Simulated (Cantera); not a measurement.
A Cantera script and what it prints.

```python
import numpy as np
import cantera as ct

gas_names = """
    F FO FO2 F2 F2O O O2 O3 Si SiF SiF2 SiF3 SiF4 SiO SiO2 Si2 Si3
""".split()
cond_names = """
    Si(cr) Si(L) SiO2(Lqz) SiO2(hqz) SiO2(L)
""".split()


# ... load() reads the species with a 1 bar reference pressure and builds the phases ...
atoms = {
    'SiO2': {'Si': 1, 'O': 2},
    'F2': {'F': 2},
}
top_T = {}  # K; cautious upper limits of use, not melting points


# ... equilibrate(T, P, feed) seeds the gas with the atoms and calls Mixture.equilibrate('TP', solver="vcs", rtol=1e-11, max_steps=5000) ...
results = []
feed = {'SiO2': 1, 'F2': 3.9}  # mol
P = 100000  # Pa
for T in [700, 800, 900, 1000, 1100, 1200, 1300, 1400, 1500, 1600, 1700, 1800]:
    mix = equilibrate(T, P, feed)
    results.append((T, P, feed, dict(zip(mix.species_names, mix.species_moles))))

top = {s: max(r[3][s] / sum(r[3][g] for g in gas_names) for r in results) for s in gas_names}
cols = sorted((s for s in top if top[s] > 0.0001), key=lambda s: -top[s])[:5]
seen = [c for c in cond_names if any(r[3].get(c, 0) > 1e-12 for r in results)]
print("log10 of partial pressures in bar; condensed amounts in mol")
print(f"{'T/K':>10s}" + "".join(f"{s[:9]:>10s}" for s in cols + seen))
for T, P, feed, n in results:
    ng = sum(n[g] for g in gas_names)
    print(f"{T:10.4g}" + "".join(f"{np.log10(max(n[s] / ng * P / 1e5, 1e-99)):10.3f}" for s in cols)
          + "".join(f"{n.get(c, 0):10.4g}" for c in seen))
```

Output:

```
log10 of partial pressures in bar; condensed amounts in mol
       T/K         F        F2      SiF4        O2       FO2
       700    -2.998    -0.313    -0.591    -0.591    -4.153
       800    -2.238    -0.316    -0.592    -0.592    -4.033
       900    -1.649    -0.327    -0.596    -0.596    -3.947
      1000    -1.187    -0.358    -0.605    -0.606    -3.894
      1100    -0.828    -0.424    -0.625    -0.625    -3.882
      1200    -0.562    -0.547    -0.655    -0.655    -3.920
      1300    -0.384    -0.746    -0.692    -0.692    -4.009
      1400    -0.280    -1.015    -0.723    -0.724    -4.136
      1500    -0.228    -1.327    -0.743    -0.744    -4.277
      1600    -0.204    -1.644    -0.754    -0.754    -4.415
      1700    -0.194    -1.945    -0.758    -0.759    -4.543
      1800    -0.189    -2.222    -0.761    -0.761    -4.659
```

Method: chemical equilibrium by Gibbs-energy minimisation in Cantera with the NASA 1993 tables (ideal gas, pure condensed phases).
